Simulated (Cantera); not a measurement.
# Fe2O3 + SO2 + CO2 (roasting and sulfation)

Input: 1 mol Fe2O3, 1.4 mol SO2, 3.8 mol CO2, equilibrated at 38.3 Torr.

Equilibrium computed with Cantera from the NASA thermochemical tables; the gas is ideal and each condensed phase is pure. Candidate condensed phases: C, Fe, Fe(CO)5, FeO, FeS, FeSO4, FeS2, Fe2O3, Fe2(SO4)3, Fe3O4, S; 25 gas species. Mutual solubility and eutectic melting of coexisting phases are not modelled. Equilibrium is a limit: real reactors are often held back by kinetics, nucleation or transport.

| T (K) | x CO2 | x SO2 | x O2 | x SO3 | x CO | x SO | n Fe2O3(s) | n Fe3O4(s) |
|---|---|---|---|---|---|---|---|---|
| 873 | 0.731 | 0.269 | 2.31e-12 | 9.26e-7 | 9.18e-7 | 7.55e-9 | 1.00 | 0 |
| 923 | 0.731 | 0.269 | 3.98e-11 | 1.85e-6 | 1.83e-6 | 1.74e-8 | 1.00 | 0 |
| 973 | 0.731 | 0.269 | 5.09e-10 | 3.43e-6 | 3.40e-6 | 3.69e-8 | 1.00 | 0 |
| 1023 | 0.731 | 0.269 | 5.07e-9 | 6.00e-6 | 5.94e-6 | 7.28e-8 | 1.00 | 0 |
| 1073 | 0.731 | 0.269 | 4.04e-8 | 9.94e-6 | 9.89e-6 | 1.35e-7 | 1.00 | 0 |
| 1123 | 0.731 | 0.269 | 3.38e-7 | 1.77e-5 | 1.40e-5 | 2.11e-7 | 1.000 | 0 |
| 1173 | 0.731 | 0.269 | 2.92e-6 | 3.34e-5 | 1.72e-5 | 2.86e-7 | 1.000 | 0.000226 |
| 1223 | 0.731 | 0.269 | 2.10e-5 | 5.97e-5 | 2.09e-5 | 3.78e-7 | 0.999 | 0.000837 |
| 1273 | 0.731 | 0.269 | 0.000129 | 0.000102 | 2.51e-5 | 4.90e-7 | 0.995 | 0.00348 |
| 1323 | 0.730 | 0.269 | 0.000689 | 0.000167 | 2.96e-5 | 6.24e-7 | 0.976 | 0.0158 |
| 1373 | 0.728 | 0.268 | 0.00325 | 0.000263 | 3.45e-5 | 7.79e-7 | 0.895 | 0.0702 |
x: gas mole fraction; n: condensed amount in mol.

From 873 K to 1123 K the condensed part is Fe2O3(s). From 1173 K to 1373 K the condensed part is Fe2O3(s) + Fe3O4(s).
